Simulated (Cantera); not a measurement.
## Reactions in the system C-N-O-Ta

Standard-state values (1 bar) from the NASA 1993 polynomials, evaluated with Cantera. Values are per mole of reaction as written; species without (g) are pure solids or liquids, kept so even where they would boil at 1 bar. TaC: taken at fixed stoichiometry.

Ta2O5 + 2 CO(g) = 2 TaC + 7 O(g)

```
T (K)  ΔH° (kJ)  ΔS° (J/K)  ΔG° (kJ)  log10 K
-----  --------  ---------  --------  -------
2123     3604.0      631.7    2263.0   -55.68
2223     3599.1      629.4    2200.0   -51.69
2323     3594.3      627.3    2137.2   -48.05
2423     3589.7      625.3    2074.5   -44.72
2523     3585.2      623.5    2012.1   -41.66
2623     3580.8      621.8    1949.8   -38.83
2723     3576.6      620.2    1887.7   -36.21
2823     3572.6      618.8    1825.8   -33.78
2923     3568.6      617.4    1764.0   -31.52
```

7 O2(g) + 4 TaC = 2 Ta2O5 + 4 CO(g)

```json
[
 {"T (K)": "2123", "ΔH° (kJ)": "-3630.7", "ΔS° (J/K)": "-325.5", "ΔG° (kJ)": "-2939.6", "log10 K": "72.33"},
 {"T (K)": "2223", "ΔH° (kJ)": "-3618.5", "ΔS° (J/K)": "-319.9", "ΔG° (kJ)": "-2907.3", "log10 K": "68.31"},
 {"T (K)": "2323", "ΔH° (kJ)": "-3606.7", "ΔS° (J/K)": "-314.7", "ΔG° (kJ)": "-2875.6", "log10 K": "64.66"},
 {"T (K)": "2423", "ΔH° (kJ)": "-3595.4", "ΔS° (J/K)": "-309.9", "ΔG° (kJ)": "-2844.4", "log10 K": "61.32"},
 {"T (K)": "2523", "ΔH° (kJ)": "-3584.4", "ΔS° (J/K)": "-305.5", "ΔG° (kJ)": "-2813.6", "log10 K": "58.25"},
 {"T (K)": "2623", "ΔH° (kJ)": "-3573.9", "ΔS° (J/K)": "-301.4", "ΔG° (kJ)": "-2783.3", "log10 K": "55.43"},
 {"T (K)": "2723", "ΔH° (kJ)": "-3563.8", "ΔS° (J/K)": "-297.6", "ΔG° (kJ)": "-2753.3", "log10 K": "52.82"},
 {"T (K)": "2823", "ΔH° (kJ)": "-3554.1", "ΔS° (J/K)": "-294.1", "ΔG° (kJ)": "-2723.7", "log10 K": "50.40"},
 {"T (K)": "2923", "ΔH° (kJ)": "-3544.8", "ΔS° (J/K)": "-290.9", "ΔG° (kJ)": "-2694.5", "log10 K": "48.15"}
]
```

5 N2O(g) + Ta2O5 = 10 NO(g) + 2 Ta

```json
[
 {"T (K)": "2123", "ΔH° (kJ)": "2321.3", "ΔS° (J/K)": "798.3", "ΔG° (kJ)": "626.5", "log10 K": "-15.41"},
 {"T (K)": "2223", "ΔH° (kJ)": "2309.5", "ΔS° (J/K)": "792.9", "ΔG° (kJ)": "546.9", "log10 K": "-12.85"},
 {"T (K)": "2323", "ΔH° (kJ)": "2297.8", "ΔS° (J/K)": "787.7", "ΔG° (kJ)": "467.9", "log10 K": "-10.52"},
 {"T (K)": "2423", "ΔH° (kJ)": "2286.2", "ΔS° (J/K)": "782.9", "ΔG° (kJ)": "389.3", "log10 K": "-8.39"},
 {"T (K)": "2523", "ΔH° (kJ)": "2274.8", "ΔS° (J/K)": "778.2", "ΔG° (kJ)": "311.3", "log10 K": "-6.44"},
 {"T (K)": "2623", "ΔH° (kJ)": "2263.4", "ΔS° (J/K)": "773.8", "ΔG° (kJ)": "233.7", "log10 K": "-4.65"},
 {"T (K)": "2723", "ΔH° (kJ)": "2252.3", "ΔS° (J/K)": "769.7", "ΔG° (kJ)": "156.5", "log10 K": "-3.00"},
 {"T (K)": "2823", "ΔH° (kJ)": "2241.4", "ΔS° (J/K)": "765.7", "ΔG° (kJ)": "79.7", "log10 K": "-1.48"},
 {"T (K)": "2923", "ΔH° (kJ)": "2230.7", "ΔS° (J/K)": "762.0", "ΔG° (kJ)": "3.4", "log10 K": "-0.06"}
]
```
